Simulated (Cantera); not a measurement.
## Low-pressure radical oxidation in H2/O2

A perfectly stirred reactor is fed with H₂ : O₂ = 0.16 : 1 (molar parts), at 2.03 Torr; it is held at 1450 K, and followed from long to short residence time.

Cantera simulation using GRI-Mech 3.0 (53 species, 325 reactions); the numbers are that mechanism's predictions, not measurements. Radical loss at walls, strong at low pressure, is not modelled. The temperature is held fixed by assumption; the heat of reaction is taken as removed at once.

```csv
τ (s),x H₂,x O₂,x H,x HO₂,x H₂O₂,x H₂O,x OH
0.68,0.00351,0.798,0.0142,7.57e-7,2.48e-8,0.126,0.0125
0.40,0.00411,0.788,0.0184,7.71e-7,2.53e-8,0.121,0.0134
0.23,0.00465,0.779,0.0223,7.77e-7,2.56e-8,0.117,0.0142
0.14,0.00507,0.773,0.0251,7.78e-7,2.56e-8,0.115,0.0146
0.079,0.00552,0.769,0.0275,7.78e-7,2.57e-8,0.112,0.0150
0.046,0.00601,0.766,0.0290,7.77e-7,2.60e-8,0.110,0.0153
0.027,0.00668,0.765,0.0300,7.77e-7,2.64e-8,0.109,0.0156
0.016,0.00770,0.765,0.0308,7.78e-7,2.71e-8,0.107,0.0160
0.0092,0.00945,0.767,0.0315,7.78e-7,2.82e-8,0.105,0.0165
0.0054,0.0122,0.769,0.0319,7.77e-7,2.97e-8,0.101,0.0172
```
x: mole fraction; the columns are a selection and need not sum to one.
